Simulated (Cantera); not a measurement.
A perfectly stirred reactor is fed with CH4 : O2 : N2 = 1 : 2.74 : 10.3 (molar parts), equivalence ratio 0.73, at 520000 Pa; it is adiabatic with a 473 K inlet, and is followed from long to short residence time, starting on the burning branch (τ in s: 0.054, 0.02, 0.0078, 0.0029, 0.0011, 0.00042, 0.00016, 6.1e-05, 2.3e-05, 8.7e-06).

Model: GRI-Mech 3.0 (53 species, 325 reactions), integrated in Cantera.

Task: What does this change do: pressure from 520000 Pa to 45000 Pa?

Result: 
```csv
quantity,before,after
"blow-out, bracketed by the residence times tried","burning at 61.0 µs, out at 23.0 µs","burning at 0.160 ms, out at 61.0 µs"
x(CH4) at τ = 54.0 ms,3.83e-6,1.11e-5
x(O2) at τ = 54.0 ms,0.0524,0.0529
x(OH) at τ = 54.0 ms,0.00137,0.00397
x(H2O2) at τ = 54.0 ms,1.60e-7,6.30e-8
x(NO) at τ = 54.0 ms,0.000203,0.000131
x(CH4) at τ = 0.420 ms,0.000151,0.000510
x(O2) at τ = 0.420 ms,0.0547,0.0633
x(OH) at τ = 0.420 ms,0.00339,0.00692
x(H2O2) at τ = 0.420 ms,5.81e-7,4.06e-7
x(NO) at τ = 0.420 ms,2.94e-5,1.14e-5
```
